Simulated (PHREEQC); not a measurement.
## Brine: speciation

Make-up at 25 °C: 17 mmol/kgw MgCl2 and 110 mmol/kgw Na2SO4. Closed to the air; pH follows from the charge balance.

Model: ion-association model, phreeqc.dat, run in PHREEQC.

```
Quantity                     Result
--------------------  -------------
ionic strength        0.301 mol/kgw
activity of water             0.994
specific conductance    17700 µS/cm
density                 1.012 g/cm³
```

| species | molality | activity | log γ |
|---|---|---|---|
| Na+ | 0.200 | 0.146 | -0.137 |
| SO4-2 | 0.0799 | 0.0200 | -0.601 |
| Cl- | 0.0340 | 0.0233 | -0.164 |
| NaSO4- | 0.0203 | 0.0146 | -0.142 |
| MgSO4 | 0.00985 | 0.0106 | 0.030 |
| Mg+2 | 0.00715 | 0.00225 | -0.502 |
| HSO4- | 2.15e-7 | 1.58e-7 | -0.135 |

No solid was allowed to form.
